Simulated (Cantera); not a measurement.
Feed: 1 mol PbS, 76 mol H2, at 0.470 bar.

Equilibrium computed with Cantera from the NASA thermochemical tables; the gas is ideal and each condensed phase is pure. Candidate condensed phases: Pb, PbS, S; 10 gas species. Kinetics and transport are ignored.

log p: log10 of the partial pressure in bar; n: condensed amount in mol.

| T (°C) | log p H2 | log p H2S | log p PbS | log p Pb | log p SH | log p S2 | n Pb(l) | n PbS(s) |
|---|---|---|---|---|---|---|---|---|
| 377 | -0.33 | -4.22 | -10.31 | -10.03 | <-12 | <-12 | 0.00983 | 0.990 |
| 452 | -0.33 | -3.58 | -8.45 | -8.47 | -11.88 | <-12 | 0.0429 | 0.957 |
| 527 | -0.33 | -3.06 | -6.94 | -7.21 | -10.26 | -12.07 | 0.140 | (withheld) |
| 602 | -0.33 | -2.64 | -5.70 | -6.17 | -8.92 | -10.23 | 0.367 | (withheld) |
| 677 | -0.33 | -2.30 | -4.66 | -5.30 | -7.80 | -8.69 | 0.817 | (withheld) |
| 752 | -0.33 | -2.22 | -3.99 | -4.56 | -7.06 | -7.80 | 0.979 | 0 |
| 827 | -0.33 | -2.23 | -3.50 | -3.92 | -6.50 | -7.21 | 0.930 | 0 |
| 902 | -0.33 | -2.27 | -3.10 | -3.36 | -6.04 | -6.73 | 0.802 | 0 |

**Question.** Complete the blanks.

**Answer.** 
- 527, n PbS(s): 0.860
- 602, n PbS(s): 0.632
- 677, n PbS(s): 0.179
